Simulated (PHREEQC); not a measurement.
Consider water at 25 °C with 0.013 mol Cu(NO3)2, 0.033 mol HBF4 and 1.7 mol NaCl per kg of water. Closed to the air; pH follows from the charge balance.

All values are PHREEQC results (ion-association model, phreeqc.dat), not measurements.

```json
[
 {"quantity": "pH", "before": "1.63", "after": "1.45"},
 {"quantity": "BF4- (mol/kgw)", "before": "0.0304", "after": "0.0304"},
 {"quantity": "Cu+2 (mol/kgw)", "before": "0.00646", "after": "0.00643"},
 {"quantity": "HF (mol/kgw)", "before": "0.00619", "after": "0.00670"},
 {"quantity": "CuCl+ (mol/kgw)", "before": "0.00543", "after": "0.00545"},
 {"quantity": "H3BO3 (mol/kgw)", "before": "0.00135", "after": "0.00147"},
 {"quantity": "SI of Halite (NaCl)", "before": "-1.44", "after": "-1.44"}
]
```

### Question
Which change was made?
A. Cu(NO3)2 from 0.013 to 0.0065 mol/kgw
B. Cu(NO3)2 from 0.013 to 0.0143 mol/kgw
C. 0.017 mol/kgw HCl added
D. diluted 5-fold with water
E. Cu(NO3)2 from 0.013 to 0.0195 mol/kgw

### Answer
C, 0.017 mol/kgw HCl added

No solid was allowed to form. The ionic strength passes 0.7 mol/kgw, the rough limit of the ion-association models, in every such run. Real BF4- forms and hydrolyses slowly; the run takes it at equilibrium.
